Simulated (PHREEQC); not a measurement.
Solution (25 °C): 0.21 mol HF, 0.0017 mol NH4F and 5.9e-05 mol H2SO4 per kg of water. Closed to the air; pH follows from the charge balance.

All values are PHREEQC results (ion-association model, phreeqc.dat), not measurements.

Question: The ionic strength comes out as 0.0175 mol/kgw. What activity coefficients do HSO4-, HF2-, SO4-2, NH4+, F- get?

Answer: HSO4- 0.88, HF2- 0.88, SO4-2 0.60, NH4+ 0.87, F- 0.87.

No solid was allowed to form.
